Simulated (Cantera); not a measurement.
Input: 1 mol Al(CH3)3, 6.1 mol H2O, 35 mol N2, held at 1798.15 K and 0.420 bar.

These are equilibrium values from Cantera (NASA tables, ideal gas, pure condensed phases), not measurements of a reactor. Candidate condensed phases: Al, AlN, Al2O3, C, C6H6, C7H8, C8H18, H2O; 148 gas species. The feed counts by its element totals alone. Gases not in the tables: Al(OH)3. The numbers say what is thermodynamically allowed, not how fast it happens.

Base state: N2 0.720, H2 0.188, CO 0.0592, H2O 0.0304, CO2 0.00252, H 0.000236 (mole fractions); condensed: Al2O3(s).

### Question
What changes in the equilibrium state with this change: temperature from 1798.15 K to 2223.15 K?

### Answer
```json
[
 {"species": "N2", "before": "0.720", "after": "0.719"},
 {"species": "H2", "before": "0.188", "after": "0.185"},
 {"species": "CO", "before": "0.0592", "after": "0.0597"},
 {"species": "H", "before": "0.000236", "after": "0.00425"},
 {"species": "H2O", "before": "0.0304", "after": "0.0309"},
 {"species": "OH", "before": "2.51e-6", "after": "0.000103"},
 {"species": "CO2", "before": "0.00252", "after": "0.00186"},
 {"species": "Al2O3(s), mol", "before": "0.500", "after": "0.500"}
]
```
